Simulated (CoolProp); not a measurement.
Properties of normal hydrogen along the isobar 853 kPa.

The numbers come from the reference Helmholtz-energy equation of state, Leachman 2009 in CoolProp.

```csv
T (K),phase,density (kg/m³),cv (kJ/(kg K)),expansivity (1/kK),conductivity (mW/(m K)),Prandtl number,fugacity coefficient
29.9,liquid,55.26,6.323,63.14,95.4,1.62,0.6945
42.5,gas,5.502,(withheld),33.25,38.4,0.741,(withheld)
55.1,gas,3.951,6.337,21.37,44.9,0.691,0.9513
67.6,gas,3.134,6.411,16.23,51.8,(withheld),0.9762
80.2,gas,2.607,6.610,13.20,(withheld),0.672,0.9889
92.8,gas,2.238,6.906,11.19,(withheld),0.674,0.9958
105.4,gas,1.962,7.256,9.728,74.0,(withheld),0.9998
118,gas,1.749,7.623,8.620,81.9,0.681,1.002
130.6,gas,1.578,7.981,7.746,90.1,0.683,1.004
143.2,gas,1.437,8.315,7.037,98.3,0.684,1.005
155.8,gas,1.321,8.618,6.451,107,0.685,1.005
168.3,gas,1.222,8.884,5.960,115,0.685,1.006
180.9,gas,1.137,9.119,5.536,(withheld),0.684,1.006
193.5,gas,1.063,9.324,5.170,130,0.684,1.006
```

### Question
Fill in the missing entries.

### Answer

- 42.5, cv (kJ/(kg K)): 6.405
- 42.5, fugacity coefficient: 0.8940
- 67.6, Prandtl number: 0.675
- 80.2, conductivity (mW/(m K)): 58.9
- 92.8, conductivity (mW/(m K)): 66.3
- 105.4, Prandtl number: 0.678
- 180.9, conductivity (mW/(m K)): 123

Viscosity comes from a separate model (Muzny 2013). Thermal conductivity comes from a separate model (Assael 2011).
